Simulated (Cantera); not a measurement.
Ignition delay

Mixture: 46.8 % H2, 11.1 % O2, 41.9 % N2, 0.164 % NO, at 1.01 bar, adiabatic and at constant volume. Ignition delay is the time to a rise of 400 K.

Computed with Cantera and GRI-Mech 3.0 (53 species, 325 reactions). The mechanism lacks 2 NO + O2 → 2 NO2 and HONO, so NO2 and the effect of NO are under-described below about 1400 K. Where the delays flatten at high temperature, the 400 K rule measures the pace of heat release, not the induction time.

| T0 (K) | delay (ms) |
|---|---|
| 1298 | 0.0309 |
| 1373 | 0.0232 |
| 1448 | 0.0183 |
| 1523 | 0.0153 |
| 1598 | 0.0134 |
| 1673 | 0.0123 |
| 1748 | 0.0117 |
